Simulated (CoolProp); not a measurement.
Vapour-liquid equilibrium of benzene (1) + n-heptane (2) at 484.1 K; x and y are mole fractions of (1).

Model: multi-fluid Helmholtz-energy mixture model, Thol 2012 and Span 2003; pair parameters Bell 2016, in CoolProp.

| x | bubble pressure, mixture model (kPa) | bubble pressure, Raoult's law (kPa) | y, mixture model | y, Raoult's law |
|---|---|---|---|---|
| 0.05 | [?] | 1205 | 0.068 | 0.071 |
| 0.15 | 1288 | 1258 | 0.197 | 0.204 |
| 0.25 | 1360 | 1311 | [?] | 0.326 |
| 0.35 | 1428 | 1364 | 0.422 | 0.438 |
| 0.45 | 1491 | 1417 | 0.520 | 0.543 |
| 0.55 | 1548 | 1470 | 0.612 | 0.639 |
| 0.65 | 1598 | 1523 | 0.698 | 0.729 |
| 0.75 | 1641 | 1576 | 0.782 | 0.813 |
| 0.85 | 1675 | 1629 | 0.867 | 0.891 |
| 0.95 | [?] | 1682 | 0.954 | 0.965 |

Fill in the missing entries.


- 0.05, bubble pressure, mixture model (kPa): 1215
- 0.25, y, mixture model: 0.315
- 0.95, bubble pressure, mixture model (kPa): 1700

The largest gap from Raoult's law is +5.3 % in bubble pressure, at x = 0.55. No azeotrope shows between x = 0.05 and 0.95.

Pair parameters are fitted to limited data, so mixtures are less certain than the pure fluids.
